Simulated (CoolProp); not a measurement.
Ethylene along the isobar 3180 kPa: density (kg/m³) from the reference equation and from simpler models built on Tc = 9.2 °C, pc = 5042 kPa, ω = 0.087; each cubic takes its own stable root.

Values from CoolProp's reference Helmholtz-energy equation of state, Smukala 2000.

```csv
T (°C),phase,reference
-58.85,liquid,502.0
-53.65,liquid,492.9
-48.55,liquid,483.5
-43.45,liquid,473.6
-38.25,liquid,463.0
-33.15,liquid,451.8
-28.05,liquid,439.7
-22.85,liquid,426.2
-17.75,liquid,411.1
-12.65,liquid,393.3
-7.45,gas,62.52
-2.35,gas,58.14
2.75,gas,54.78
```

How far does each simpler model (van der Waals, Redlich-Kwong, Soave-Redlich-Kwong, Peng-Robinson) lie from the reference over these 13 states: mean and median of the absolute difference, and the worst?


- van der Waals: mean 35.8 %, median 34.1 %, worst -84.8 % at -12.65 °C and 3180 kPa
- Redlich-Kwong: mean 7.3 %, median 7.4 %, worst -14.4 % at -12.65 °C and 3180 kPa
- Soave-Redlich-Kwong: mean 6.3 %, median 6.4 %, worst -12.8 % at -12.65 °C and 3180 kPa
- Peng-Robinson: mean 4.0 %, median 3.4 %, worst +7.5 % at -58.85 °C and 3180 kPa

At some of these states van der Waals gives the other phase, because its saturation line lies elsewhere.
